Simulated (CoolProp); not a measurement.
Ammonia along the isotherm 160.15 °C: fugacity coefficient from the reference equation and from simpler models built on Tc = 132.4 °C, pc = 11360 kPa, ω = 0.256; each cubic takes its own stable root.

Model: reference Helmholtz-energy equation of state, Gao 2020, in CoolProp.

```json
[
 {"p (kPa)": "7100", "phase": "gas", "reference": "0.8247"},
 {"p (kPa)": "14200", "phase": "supercritical", "reference": "0.6585"},
 {"p (kPa)": "21300", "phase": "supercritical", "reference": "0.5093"},
 {"p (kPa)": "28400", "phase": "supercritical", "reference": "0.4191"},
 {"p (kPa)": "35500", "phase": "supercritical", "reference": "0.3643"},
 {"p (kPa)": "42600", "phase": "supercritical", "reference": "0.3283"},
 {"p (kPa)": "49700", "phase": "supercritical", "reference": "0.3032"},
 {"p (kPa)": "56800", "phase": "supercritical", "reference": "0.2851"}
]
```

### Question
How far does each simpler model (van der Waals, Peng-Robinson) lie from the reference over these 8 states: mean and median of the absolute difference, and the worst?

### Answer
- van der Waals: mean 13.5 %, median 12.2 %, worst +29.1 % at 160.15 °C and 56800 kPa
- Peng-Robinson: mean 4.5 %, median 4.6 %, worst +9.3 % at 160.15 °C and 56800 kPa
